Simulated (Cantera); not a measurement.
Feed: 1 mol Ti, a varied amount of H2O, 210 mol H2, equilibrated at 0.133 bar.

Points: T (K) = 1450, 1475, 1500, 1525, 1550, 1575, 1600, 1625, 1650, 1675, 1700, 1725, 1750; n(H2O) (mol) = 0.26, 0.55, 0.85, 1.1, 1.4, 1.7, 2.

Cantera's Mixture.equilibrate('TP', solver="vcs", rtol=1e-11, max_steps=5000) on the NASA tables stopped like this:

```
*******************************************************************************
CanteraError thrown by VCS_SOLVE::solve_tp_inner:
vcs_solve_TP: ERROR on step change wt[16:Ti4O7(s)]: -6.938893903907228e-18 < 0.0
*******************************************************************************
```

Q: What got this run through?

A: One answer among several that fit: The failure is numerical, not chemical. The same input converged with solver="gibbs", rtol=1e-10, max_steps=50000, and the result passed a check of the equilibrium conditions:
```
   1450       0.26  Ti(b) + TiO(b)
   1450       0.55  Ti(b) + TiO(b)
   1450       0.85  Ti(b) + TiO(b)
   1450        1.1  TiO(b) + Ti2O3(b)
   1450        1.4  TiO(b) + Ti2O3(b)
   1450        1.7  Ti2O3(b) + Ti3O5(b)
   1450          2  Ti3O5(b)
   1475       0.26  Ti(b) + TiO(b)
   1475       0.55  Ti(b) + TiO(b)
   1475       0.85  Ti(b) + TiO(b)
   1475        1.1  TiO(b) + Ti2O3(b)
   1475        1.4  TiO(b) + Ti2O3(b)
   1475        1.7  Ti2O3(b) + Ti3O5(b)
   1475          2  Ti3O5(b)
   1500       0.26  Ti(b) + TiO(b)
   1500       0.55  Ti(b) + TiO(b)
   1500       0.85  Ti(b) + TiO(b)
   1500        1.1  TiO(b) + Ti2O3(b)
   1500        1.4  TiO(b) + Ti2O3(b)
   1500        1.7  Ti2O3(b) + Ti3O5(b)
   1500          2  Ti3O5(b)
   1525       0.26  Ti(b) + TiO(b)
   1525       0.55  Ti(b) + TiO(b)
   1525       0.85  Ti(b) + TiO(b)
   1525        1.1  TiO(b) + Ti2O3(b)
   1525        1.4  TiO(b) + Ti2O3(b)
   1525        1.7  Ti2O3(b) + Ti3O5(b)
   1525          2  Ti3O5(b)
   1550       0.26  Ti(b) + TiO(b)
   1550       0.55  Ti(b) + TiO(b)
   1550       0.85  Ti(b) + TiO(b)
   1550        1.1  TiO(b) + Ti2O3(b)
   1550        1.4  TiO(b) + Ti2O3(b)
   1550        1.7  Ti2O3(b) + Ti3O5(b)
   1550          2  Ti3O5(b)
   1575       0.26  Ti(b) + TiO(b)
   1575       0.55  Ti(b) + TiO(b)
   1575       0.85  Ti(b) + TiO(b)
   1575        1.1  TiO(b) + Ti2O3(b)
   1575        1.4  TiO(b) + Ti2O3(b)
   1575        1.7  Ti2O3(b) + Ti3O5(b)
   1575          2  Ti3O5(b)
   1600       0.26  Ti(b) + TiO(b)
   1600       0.55  Ti(b) + TiO(b)
   1600       0.85  Ti(b) + TiO(b)
   1600        1.1  TiO(b) + Ti2O3(b)
   1600        1.4  TiO(b) + Ti2O3(b)
   1600        1.7  Ti2O3(b) + Ti3O5(b)
   1600          2  Ti3O5(b)
   1625       0.26  Ti(b) + TiO(b)
   1625       0.55  Ti(b) + TiO(b)
   1625       0.85  Ti(b) + TiO(b)
   1625        1.1  TiO(b) + Ti2O3(b)
   1625        1.4  TiO(b) + Ti2O3(b)
   1625        1.7  Ti2O3(b) + Ti3O5(b)
   1625          2  Ti3O5(b)
   1650       0.26  Ti(b) + TiO(b)
   1650       0.55  Ti(b) + TiO(b)
   1650       0.85  Ti(b) + TiO(b)
   1650        1.1  TiO(b) + Ti2O3(b)
   1650        1.4  TiO(b) + Ti2O3(b)
   1650        1.7  Ti2O3(b) + Ti3O5(b)
   1650          2  Ti3O5(b)
   1675       0.26  Ti(b) + TiO(b)
   1675       0.55  Ti(b) + TiO(b)
   1675       0.85  Ti(b) + TiO(b)
   1675        1.1  TiO(b) + Ti2O3(b)
   1675        1.4  TiO(b) + Ti2O3(b)
   1675        1.7  Ti2O3(b) + Ti3O5(b)
   1675          2  Ti3O5(b)
   1700       0.26  Ti(b) + TiO(b)
   1700       0.55  Ti(b) + TiO(b)
   1700       0.85  Ti(b) + TiO(b)
   1700        1.1  TiO(b) + Ti2O3(b)
   1700        1.4  TiO(b) + Ti2O3(b)
   1700        1.7  Ti2O3(b)
   1700          2  Ti3O5(b)
   1725       0.26  Ti(b) + TiO(b)
   1725       0.55  Ti(b) + TiO(b)
   1725       0.85  Ti(b) + TiO(b)
   1725        1.1  TiO(b) + Ti2O3(b)
   1725        1.4  TiO(b) + Ti2O3(b)
   1725        1.7  Ti2O3(b)
   1725          2  Ti3O5(b)
   1750       0.26  Ti(b) + TiO(b)
   1750       0.55  Ti(b) + TiO(b)
   1750       0.85  Ti(b) + TiO(b)
   1750        1.1  TiO(b) + Ti2O3(b)
   1750        1.4  TiO(b) + Ti2O3(b)
   1750        1.7  Ti2O3(b)
   1750          2  Ti3O5(b)
```

The gas is ideal and each condensed phase is pure. Mutual solubility and eutectic melting of coexisting phases are not modelled. TiO: taken at fixed stoichiometry. Condensed phases not in the tables: N, O or C dissolved in the metal.
